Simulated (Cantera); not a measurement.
A Cantera script and what it prints.

```python
import numpy as np
import cantera as ct

gas_names = [...]  # 110 gases of nasa_gas.yaml made of C, H, O
cond_names = """
    C(gr) C6H6(L) C7H8(L) C8H18(L),n-octa H2O(s) H2O(L)
""".split()


# ... load() reads the species with a 1 bar reference pressure and builds the phases ...
atoms = {
    'C6H6': {'C': 6, 'H': 6},
    'H2O': {'H': 2, 'O': 1},
}
top_T = {'C(gr)': 4500}  # K; cautious upper limits of use, not melting points


# ... equilibrate(T, P, feed) seeds the gas with the atoms and calls Mixture.equilibrate('TP', solver="vcs", rtol=1e-11, max_steps=5000) ...
results = []
feed = {'C6H6': 1, 'H2O': 0.054}  # mol
P = 100000  # Pa
for T in [650, 750, 850, 950, 1050, 1150, 1250, 1350]:
    mix = equilibrate(T, P, feed)
    results.append((T, P, feed, dict(zip(mix.species_names, mix.species_moles))))
    x = sorted(zip(gas.X, gas.species_names), reverse=True)
    print(f"T = {T:g} K  P = {P:g} Pa  gas = {mix.phase_moles(0):.4g} mol")
    print("   x: " + "  ".join(f"{s} {v:.3e}" for v, s in x if v > 0.0001))
    print("   condensed (mol): " + ("  ".join(f"{mix.phase(i).name} {mix.phase_moles(i):.4g}"
          for i in range(1, mix.n_phases) if mix.phase_moles(i) > 1e-12) or "none"))
```

Output:

```
T = 650 K  P = 100000 Pa  gas = 1.703 mol
   x: CH4 7.938e-01  H2 1.747e-01  H2O 3.125e-02  CO2 1.955e-04
   condensed (mol): C(gr) 4.648
T = 750 K  P = 100000 Pa  gas = 1.964 mol
   x: CH4 5.557e-01  H2 4.171e-01  H2O 2.626e-02  CO 6.924e-04  CO2 2.668e-04
   condensed (mol): C(gr) 4.907
T = 850 K  P = 100000 Pa  gas = 2.371 mol
   x: H2 6.853e-01  CH4 2.922e-01  H2O 1.836e-02  CO 3.797e-03  CO2 3.106e-04
   condensed (mol): C(gr) 5.297
T = 950 K  P = 100000 Pa  gas = 2.746 mol
   x: H2 8.573e-01  CH4 1.232e-01  CO 1.071e-02  H2O 8.575e-03  CO2 1.919e-04
   condensed (mol): C(gr) 5.632
T = 1050 K  P = 100000 Pa  gas = 2.953 mol
   x: H2 9.320e-01  CH4 4.973e-02  CO 1.555e-02  H2O 2.631e-03
   condensed (mol): C(gr) 5.807
T = 1150 K  P = 100000 Pa  gas = 3.04 mol
   x: H2 9.606e-01  CH4 2.160e-02  CO 1.698e-02  H2O 7.648e-04
   condensed (mol): C(gr) 5.883
T = 1250 K  P = 100000 Pa  gas = 3.075 mol
   x: H2 9.721e-01  CO 1.730e-02  CH4 1.039e-02  H2O 2.533e-04
   condensed (mol): C(gr) 5.915
T = 1350 K  P = 100000 Pa  gas = 3.091 mol
   x: H2 9.770e-01  CO 1.737e-02  CH4 5.503e-03
   condensed (mol): C(gr) 5.929
```

Method: chemical equilibrium by Gibbs-energy minimisation in Cantera with the NASA 1993 tables (ideal gas, pure condensed phases).
